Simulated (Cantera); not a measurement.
Pyrogenic steam for wet oxidation

An isothermal, constant-pressure homogeneous reactor starts with 49.7 % H2, 33.1 % O2, 17.2 % N2, equivalence ratio 0.75, at 800 K and 0.133 bar.

Computed with Cantera and the H2/O2 subset of GRI-Mech 3.0, which has no nitrogen chemistry. Radical loss at walls, strong at low pressure, is not modelled. Below about 950 K walls govern HO2 and H2O2 in real vessels. The temperature is held fixed by assumption; the heat of reaction is taken as removed at once.

```tsv
t (s)	x H2	x O2	x O	x H2O2	x HO2	x OH
2.00e-6	0.497	0.331	<1e-12	<1e-12	<1e-12	<1e-12
1.78e-5	0.497	0.331	<1e-12	<1e-12	<1e-12	<1e-12
0.000159	0.497	0.331	<1e-12	<1e-12	4.39e-12	<1e-12
0.00142	0.497	0.331	1.04e-12	<1e-12	1.24e-10	<1e-12
0.0126	0.497	0.331	2.08e-12	3.47e-11	2.51e-9	<1e-12
0.113	0.497	0.331	2.49e-11	8.84e-9	1.02e-7	4.30e-12
1.01	0.414	0.294	2.74e-10	8.20e-5	4.13e-6	8.99e-11
8.97	0.413	0.294	8.91e-10	0.000322	7.71e-6	3.43e-10
80.0	0.372	0.275	2.59e-9	0.00133	1.44e-5	1.54e-9
```
x: mole fraction; the columns are a selection and need not sum to one.

Equilibrium at this temperature and pressure: H2 <1e-12, O2 0.110, O <1e-12, H2O2 9.29e-12, HO2 1.64e-11, OH 3.17e-9 (gas phase only).
